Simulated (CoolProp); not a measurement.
Vapour-liquid equilibrium of hydrogen sulfide (1) + n-pentane (2) at 0.443 MPa; x and y are mole fractions of (1).

Computed with CoolProp (multi-fluid Helmholtz-energy mixture model, Lemmon 2006 and Thol 2019; pair parameters Kunz 2012).

Give the bubble temperature and the first vapour's composition at x = 0.25, 0.75, 0.95. Is there an azeotrope?

x = 0.25: 277.4 K, y = 0.942; x = 0.75: 253.1 K, y = 0.989; x = 0.95: 248.6 K, y = 0.997. No azeotrope shows between x = 0.05 and 0.95.

Pair parameters are fitted to limited data, so mixtures are less certain than the pure fluids. The gap from Raoult's law changes sign with composition, which may be real or a fault of the pair parameters; it wasn't checked against measurements.
